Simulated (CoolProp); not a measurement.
Vapour-liquid equilibrium of 1-butene (1) + n-butane (2) at 0.0491 MPa; x and y are mole fractions of (1).

Model: multi-fluid Helmholtz-energy mixture model, Lemmon 2005 and Bücker 2006; pair parameters Bell 2016, in CoolProp.

| x | bubble temperature (°C) | y at the bubble point | dew temperature at overall composition x (°C) | liquid density (mol/L) |
|---|---|---|---|---|
| 0.05 | -18.5 | 0.063 | -18.4 | ___ |
| 0.2 | -19.5 | 0.245 | -19.2 | ___ |
| 0.35 | -20.4 | 0.411 | ___ | 10.95 |
| 0.5 | ___ | 0.562 | -20.9 | ___ |
| 0.65 | ___ | ___ | -21.8 | 11.19 |
| 0.8 | ___ | 0.831 | -22.6 | 11.32 |
| 0.95 | -23.3 | 0.958 | -23.3 | 11.45 |

Q: What belongs in the gaps?

A: 
- 0.05, liquid density (mol/L): 10.70
- 0.2, liquid density (mol/L): 10.82
- 0.35, dew temperature at overall composition x (°C): -20.0
- 0.5, bubble temperature (°C): -21.3
- 0.5, liquid density (mol/L): 11.07
- 0.65, bubble temperature (°C): -22.1
- 0.65, y at the bubble point: 0.701
- 0.8, bubble temperature (°C): -22.8

No azeotrope shows between x = 0.05 and 0.95.

The pair parameters rest on a limited set of measurements; away from them the model extrapolates.
